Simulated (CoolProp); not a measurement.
Properties of the fluoroketone C6F12O (FK-5-1-12) along the isobar 88.4 bar (Tc = 168.7 °C, pc = 18.69 bar, ω = 0.471).

Values from CoolProp's reference Helmholtz-energy equation of state, McLinden 2015.

| T (°C) | phase | density (kg/m³) | cp (kJ/(kg K)) | cv (kJ/(kg K)) | isothermal compressibility (1/MPa) | expansivity (1/kK) |
|---|---|---|---|---|---|---|
| -9.45 | liquid | 1729 | 1.081 | 0.8765 | 0.001616 | 1.471 |
| -4.45 | liquid | 1716 | 1.081 | 0.8772 | 0.001699 | 1.487 |
| 0.45 | liquid | 1703 | 1.081 | 0.8782 | 0.001786 | 1.502 |
| 5.35 | liquid | 1691 | 1.082 | 0.8794 | 0.001878 | 1.519 |
| 10.25 | liquid | 1678 | 1.083 | 0.8809 | 0.001975 | 1.537 |
| 15.15 | liquid | 1666 | 1.084 | 0.8826 | 0.002079 | 1.555 |
| 20.05 | liquid | 1653 | 1.085 | 0.8845 | 0.002190 | 1.575 |
| 24.95 | liquid | 1640 | 1.087 | 0.8867 | 0.002308 | 1.596 |
| 29.85 | liquid | 1627 | 1.089 | 0.8891 | 0.002434 | 1.617 |
| 34.75 | liquid | 1614 | 1.091 | 0.8917 | 0.002569 | 1.640 |
| 39.65 | liquid | 1601 | 1.094 | 0.8945 | 0.002713 | 1.664 |
| 44.55 | liquid | 1588 | 1.097 | 0.8974 | 0.002866 | 1.689 |
| 49.45 | liquid | 1575 | 1.100 | 0.9006 | 0.003030 | 1.716 |
| 54.35 | liquid | 1562 | 1.103 | 0.9039 | 0.003206 | 1.743 |
| 59.35 | liquid | 1548 | 1.106 | 0.9074 | 0.003398 | 1.773 |
